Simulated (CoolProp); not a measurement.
A closed Brayton cycle with nitrogen: compressor inlet 317.15 K and 4.4 MPa, high pressure 11.5 MPa, turbine inlet 995 K, compressor efficiency 0.8, turbine efficiency 0.85, recuperator effectiveness 0.95 (on enthalpy, no pinch check). Each further row changes one setting.

Computed with CoolProp (reference Helmholtz-energy equation of state, Span 2000).

```csv
case,thermal efficiency (%),net work (kJ/kg),compressor to turbine work,compressor exit (K),turbine exit (K)
as stated,?,86.2,0.61,443.4,808.8
turbine inlet 945 K,?,75.1,0.64,443.4,?
compressor inlet 327.15 K,?,81.8,0.63,?,808.8
high pressure 9.78 MPa,36.8,78.1,0.58,419.6,?
recuperator effectiveness 0.5,20.4,86.2,0.61,443.4,808.8
```

### Question
Complete the blanks.

### Answer

- as stated, thermal efficiency (%): 35.5
- turbine inlet 945 K, thermal efficiency (%): 32.7
- turbine inlet 945 K, turbine exit (K): 766.6
- compressor inlet 327.15 K, thermal efficiency (%): 33.8
- compressor inlet 327.15 K, compressor exit (K): 457.2
- high pressure 9.78 MPa, turbine exit (K): 837.4
